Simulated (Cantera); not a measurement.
Adiabatic ignition

An adiabatic, constant-pressure homogeneous reactor starts with 2.78 % CH₄, 0.806 % C₂H₆, 1.08 % C₃H₈, 20.0 % O₂, 75.3 % N₂, equivalence ratio 0.69, at 1350 K and 500000 Pa.

Cantera simulation using GRI-Mech 3.0 (53 species, 325 reactions); the numbers are that mechanism's predictions, not measurements. GRI-Mech 3.0 was tuned for natural gas; its chemistry of propane as a main component is partial and can be far from experiment.

```csv
t (s),T (K),x CH₄,x C₂H₆,x C₃H₈,x CO₂,x H₂O
2.00e-6,1350,0.0278,0.00806,0.0108,1.08e-10,8.27e-7
6.21e-6,1350,0.0278,0.00805,0.0108,2.83e-9,6.41e-6
1.93e-5,1350,0.0278,0.00800,0.0107,1.32e-7,9.56e-5
5.99e-5,1354,0.0273,0.00752,0.00971,4.57e-6,0.00147
0.000186,2591,<1e-12,<1e-12,<1e-12,0.0652,0.112
0.000578,2607,<1e-12,<1e-12,<1e-12,0.0669,0.113
0.00179,2599,<1e-12,<1e-12,<1e-12,0.0670,0.113
0.00557,2591,<1e-12,<1e-12,<1e-12,0.0671,0.113
0.0173,2590,<1e-12,<1e-12,<1e-12,0.0672,0.113
0.0537,2590,<1e-12,<1e-12,<1e-12,0.0672,0.113
0.167,2590,<1e-12,<1e-12,<1e-12,0.0672,0.113
0.518,2590,<1e-12,<1e-12,<1e-12,0.0672,0.113
1.61,2590,<1e-12,<1e-12,<1e-12,0.0672,0.113
5.00,2590,<1e-12,<1e-12,<1e-12,0.0672,0.113
```
x: mole fraction; the columns are a selection and need not sum to one.

```
Property                                                          Result
---------------------------------  -------------------------------------
time of steepest temperature rise                               0.143 ms
temperature at 5.00 s                                             2590 K
equilibrium temperature                                           2590 K
x(CH₄) at 5.00 s                   <1e-12 (gas-phase equilibrium <1e-12)
x(C₂H₆) at 5.00 s                  <1e-12 (gas-phase equilibrium <1e-12)
x(C₃H₈) at 5.00 s                  <1e-12 (gas-phase equilibrium <1e-12)
```
